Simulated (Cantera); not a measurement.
A jet of CH4 : O2 : N2 = 0.019 : 0.06 : 0.79 (molar parts), equivalence ratio 0.63 at 300 K and 0.326 atm hits a platinum plate 2.1 cm away at a mass flux of 0.07 kg/m²/s; the plate temperature is set and raised in steps from an oxygen-covered start.

Detailed kinetics in Cantera: Deutschmann's 1995 Pt surface mechanism with GRI-Mech 3.0 gas chemistry. Catalytic surfaces can have several steady states; this one follows from the mechanism file's or the stated starting coverage.

One state of this run: wall x CH4 = 0.00378; wall x O2 = 0.0309; wall x H2O = 0.0335; wall x OH = 3.07e-7; wall x CO = 3.49e-6; wall x CO2 = 0.0219; θ free Pt = 0.396; θ O* = 0.602; θ OH* = 0.00196. x: mole fraction at the wall; θ: surface coverage.

Task: Which value of plate T (K) does it belong to?
A. 1000
B. 1050
C. 950
D. 850

Result: B, 1050
